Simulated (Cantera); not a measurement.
Charge: 1 mol C2F6, 11 mol H2, 0.013 mol CH4, at 1975 K and 0.0920 bar.

Cantera equilibrium calculation (NASA polynomials, part measured and part estimated; ideal gas, pure solids and liquids). Candidate condensed phases: C, C6H6, C7H8, C8H18; 95 gas species. The feed counts by its element totals alone. Equilibrium is a limit: real reactors are often held back by kinetics, nucleation or transport.

Base state: H2 0.569, HF 0.427, H 0.00340, C2H2 (acetylene) 0.000370, CH4 1.35e-5 (mole fractions); condensed: C(graphite).

**Question.** What changes in the equilibrium state with this change: temperature from 1975 K to 773.15 K?

**Answer.** 
```
species             before   after
----------------  --------  ------
H2                   0.569   0.502
HF                   0.427   0.449
CH4                1.35e-5  0.0490
H                  0.00340   <1e-9
C2H2 (acetylene)  0.000370   <1e-9
C(graphite), mol      2.00    1.36
```
